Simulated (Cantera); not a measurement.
What does this Cantera script print?

```python
import numpy as np
import cantera as ct

gas_names = """
    CL CL2 H HCL H2 Si SiCL SiCL2 SiCL3 SiCL4 SiH SiHCL3 SiH2 SiH2CL2 SiH3 SiH3CL SiH4 Si2 Si3
""".split()
cond_names = """
    Si(cr) Si(L)
""".split()


# ... load() reads the species with a 1 bar reference pressure and builds the phases ...
atoms = {
    'Si': {'Si': 1},
    'Cl2': {'CL': 2},
    'H2': {'H': 2},
}
top_T = {}  # K; cautious upper limits of use, not melting points


# ... equilibrate(T, P, feed) seeds the gas with the atoms and calls Mixture.equilibrate('TP', solver="vcs", rtol=1e-11, max_steps=5000) ...
results = []
feed = {'Si': 1, 'Cl2': 0.95, 'H2': 3.9}  # mol
T = 1098.15  # K
P = 26000  # Pa
mix = equilibrate(T, P, feed)
results.append((T, P, feed, dict(zip(mix.species_names, mix.species_moles))))
print(gas.report(threshold=1e-05))
for i in range(1, mix.n_phases):
    print(f"{mix.phase(i).name:16s} {mix.phase_moles(i):12.5e} mol")
```

It prints:

```
       temperature   1098.2 K
          pressure   26000 Pa
           density   0.057744 kg/m^3
  mean mol. weight   20.278 kg/kmol
   phase of matter   gas

                          1 kg             1 kmol
                     ---------------   ---------------
          enthalpy       -1.9253e+06       -3.9043e+07  J
   internal energy       -2.3756e+06       -4.8173e+07  J
           entropy             10748        2.1795e+05  J/K
    Gibbs function       -1.3728e+07       -2.7838e+08  J
 heat capacity c_p            1908.1             38693  J/K
 heat capacity c_v            1498.1             30378  J/K

                      mass frac. Y      mole frac. X     chem. pot. / RT
                     ---------------   ---------------   ---------------
               HCL          0.055721          0.030993           -39.451
                H2          0.085316           0.85817           -19.243
             SiCL2          0.011092         0.0022724            -63.52
             SiCL3          0.022914         0.0034564            -93.35
             SiCL4           0.61875          0.073858           -123.18
            SiHCL3           0.19898          0.029791           -102.97
           SiH2CL2         0.0071613         0.0014378           -82.764
            SiH3CL        6.0343e-05        1.8384e-05           -62.556
     [  +11 minor]        1.6628e-07        1.4846e-07

Si(cr)            5.14340e-01 mol
```

These are equilibrium values from Cantera (NASA tables, ideal gas, pure condensed phases), not measurements of a reactor. The tables' values for SiCl3 are old estimates; treat these amounts as uncertain.
